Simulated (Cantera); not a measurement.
What does this Cantera script print?

```python
import numpy as np
import cantera as ct

gas_names = """
    Electron H H+ H- HO2 H2 H2+ H2- H2O H2O+ H2O2 H3O+ O O+ O- OH OH+ OH- O2 O2+ O2- O3 P P+ PH PH3 PO
    PO2 P2 P4 P4O10
""".split()
cond_names = """
    H2O(s) H2O(L) P(cr) P(L) P4O10(s)
""".split()


# ... load() reads the species with a 1 bar reference pressure and builds the phases ...
atoms = {
    'PH3': {'P': 1, 'H': 3},
    'H2': {'H': 2},
    'O2': {'O': 2},
}
top_T = {'P4O10(s)': 690}  # K; cautious upper limits of use, not melting points


# ... equilibrate(T, P, feed) seeds the gas with the atoms and calls Mixture.equilibrate('TP', solver="vcs", rtol=1e-11, max_steps=5000) ...
results = []
feed = {'PH3': 1, 'H2': 0.35, 'O2': 0.059}  # mol
P = 13332.2  # Pa
for T in [2000, 2500, 3000, 3500, 4000, 4500, 5000]:
    mix = equilibrate(T, P, feed)
    results.append((T, P, feed, dict(zip(mix.species_names, mix.species_moles))))
    x = sorted(zip(gas.X, gas.species_names), reverse=True)
    print(f"T = {T:g} K  P = {P:g} Pa  gas = {mix.phase_moles(0):.4g} mol")
    print("   x: " + "  ".join(f"{s} {v:.3e}" for v, s in x if v > 0.0001))
    print("   condensed (mol): " + ("  ".join(f"{mix.phase(i).name} {mix.phase_moles(i):.4g}"
          for i in range(1, mix.n_phases) if mix.phase_moles(i) > 1e-12) or "none"))
```

It prints:

```
T = 2000 K  P = 13332.2 Pa  gas = 2.382 mol
   x: H2 7.487e-01  P2 1.981e-01  H2O 2.591e-02  PO 2.150e-02  H 3.854e-03  PO2 1.060e-03  P 5.039e-04  PH 2.311e-04
   condensed (mol): none
T = 2500 K  P = 13332.2 Pa  gas = 2.483 mol
   x: H2 7.077e-01  P2 1.762e-01  H 5.792e-02  PO 3.886e-02  P 9.553e-03  H2O 7.708e-03  PH 1.527e-03  PO2 4.138e-04  OH 1.308e-04
   condensed (mol): none
T = 3000 K  P = 13332.2 Pa  gas = 2.931 mol
   x: H2 4.777e-01  H 2.989e-01  P2 1.202e-01  P 5.912e-02  PO 3.768e-02  PH 3.902e-03  H2O 1.834e-03  OH 3.810e-04  O 1.461e-04  PO2 1.105e-04
   condensed (mol): none
T = 3500 K  P = 13332.2 Pa  gas = 3.938 mol
   x: H 6.308e-01  H2 1.522e-01  P 1.444e-01  P2 3.935e-02  PO 2.751e-02  PH 3.273e-03  O 1.459e-03  OH 6.037e-04  H2O 3.162e-04
   condensed (mol): none
T = 4000 K  P = 13332.2 Pa  gas = 4.568 mol
   x: H 7.490e-01  P 1.871e-01  H2 2.944e-02  PO 1.590e-02  O 9.204e-03  P2 7.292e-03  PH 1.276e-03  OH 6.439e-04
   condensed (mol): none
T = 4500 K  P = 13332.2 Pa  gas = 4.754 mol
   x: H 7.644e-01  P 2.021e-01  O 1.985e-02  H2 6.516e-03  PO 4.644e-03  P2 1.496e-03  PH 4.794e-04  OH 3.093e-04
   condensed (mol): none
T = 5000 K  P = 13332.2 Pa  gas = 4.802 mol
   x: H 7.664e-01  P 2.059e-01  O 2.342e-02  H2 1.893e-03  PO 1.044e-03  P2 3.772e-04  Electron 3.090e-04  P+ 3.089e-04  PH 2.052e-04  OH 1.078e-04
   condensed (mol): none
```

Equilibrium computed with Cantera from the NASA thermochemical tables; the gas is ideal and each condensed phase is pure. Gases not in the tables: HPO2, HPO3 and P4O6.
